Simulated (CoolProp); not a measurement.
Vapour pressure (bar) of propylene: the reference equation beside estimates from Tc = 364.2 K, pc = 45.55 bar, ω = 0.146.

Model: reference Helmholtz-energy equation of state, Lemmon 2013, in CoolProp.

| T (K) | reference | van der Waals | Peng-Robinson |
|---|---|---|---|
| 242.1 | 2.032 | 6.977 | 2.033 |
| 250.6 | 2.791 | 8.359 | 2.788 |
| 259.2 | 3.760 | 9.929 | 3.752 |
| 267.8 | 4.962 | (withheld) | 4.949 |
| 276.4 | 6.428 | 13.62 | 6.413 |
| 285 | 8.192 | 15.75 | 8.179 |
| 293.6 | 10.29 | 18.09 | 10.28 |
| 302.1 | 12.72 | 20.60 | 12.73 |
| 310.7 | 15.59 | 23.35 | 15.62 |
| 319.3 | 18.90 | (withheld) | 18.96 |
| 327.9 | 22.70 | 29.51 | 22.80 |
| 336.5 | (withheld) | 32.93 | 27.18 |
| 345 | (withheld) | (withheld) | 32.09 |

Q: Complete the blanks.

A: 
- 267.8, van der Waals: 11.68
- 319.3, van der Waals: 26.32
- 336.5, reference: 27.04
- 345, reference: 31.92
- 345, van der Waals: 36.54

Absolute difference from the reference over all 13 rows, mean and median: van der Waals 95.3 and 75.8 %, Peng-Robinson 0.2 and 0.2 %.
